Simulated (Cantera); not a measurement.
Charge: 1 mol Si₃N₄, 0.0035 mol Si, 1.1 mol H₂, equilibrated at 1.60e-5 bar.

Cantera equilibrium calculation (NASA polynomials, part measured and part estimated; ideal gas, pure solids and liquids). Candidate condensed phases: Si, Si₃N₄; 18 gas species. The tables' values for SiN are old estimates; treat these amounts as uncertain. The numbers say what is thermodynamically allowed, not how fast it happens.

### Question
At 2673 K, list the 5 most abundant gas species with their mole fractions, and the condensed phases.

### Answer
Si 0.417, H 0.304, N₂ 0.278, H₂ 0.000564, N 0.000172. Condensed: gas only.
